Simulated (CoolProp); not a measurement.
Vapour-liquid equilibrium of R22 (1) + methanol (2) at 0.18 bar; x and y are mole fractions of (1).

Computed with CoolProp (multi-fluid Helmholtz-energy mixture model, Kamei 1995 and de Reuck 1993; pair parameters Bell 2016).

```tsv
x	bubble temperature (°C)	y at the bubble point	dew temperature at overall composition x (°C)	liquid density (mol/L)
0.05	-25.9	0.965	25.1	25.41
0.125	-44.5	0.993	23.6	25.07
0.2	-52.3	0.997	___	24.43
0.275	-57.0	___	20.1	23.74
0.35	-60.2	0.999	18.1	23.03
0.425	-62.5	0.999	15.9	22.32
0.5	___	0.999	13.4	21.62
0.575	-65.8	0.999	10.6	20.93
0.65	-67.1	1.000	7.3	20.26
0.725	-68.2	1.000	___	19.60
0.8	-69.2	1.000	-1.7	18.96
0.875	-70.2	1.000	-8.8	18.33
0.95	-71.2	1.000	-21.4	17.71
```

### Question
Some entries are withheld; supply them.

### Answer

- 0.2, dew temperature at overall composition x (°C): 21.9
- 0.275, y at the bubble point: 0.998
- 0.5, bubble temperature (°C): -64.3
- 0.725, dew temperature at overall composition x (°C): 3.4

No azeotrope shows between x = 0.05 and 0.95.

Pair parameters are fitted to limited data, so mixtures are less certain than the pure fluids. With so large a gap from Raoult's law the liquid may split in two, which this calculation doesn't test in full.
